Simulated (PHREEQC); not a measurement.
A PHREEQC speciation (ion-association model, phreeqc.dat) at 25 °C gives pH 1.72 and these molalities:

| species | mol/kgw |
|---|---|
| Cl- | 0.351 |
| FeCl+2 | 0.0535 |
| FeSO4+ | 0.0484 |
| Cu+2 | 0.0453 |
| H+ | 0.0248 |
| Fe+3 | 0.0190 |
| FeCl2+ | 0.0165 |
| CuCl+ | 0.0104 |
| SO4-2 | 0.00930 |
| FeHSO4+2 | 0.00561 |
| HSO4- | 0.00456 |
| CuSO4 | 0.00361 |
| FeOH+2 | 0.00266 |
| Fe(SO4)2- | 0.00177 |
| Fe2(OH)2+4 | 0.00109 |
| CuCl2 | 0.000710 |
| FeCl3 | 0.000222 |
| Fe3(OH)4+5 | 3.39e-5 |
| Fe(OH)2+ | 1.39e-5 |

What are the element totals, and what could have been dissolved in 1 kg of water to give them?

Several could match; the one computed here: totals Cl 0.450, Cu(2) 0.0600, Fe(3) 0.150, S(6) 0.0750 mol/kgw, from 0.06 mol/kgw CuSO4, 0.015 mol/kgw H2SO4 and 0.15 mol/kgw FeCl3.

No solid was allowed to form. Saturation is exceeded, for instance for Hematite (slow to form), Goethite (slow to form); the values hold only as long as no solid forms.
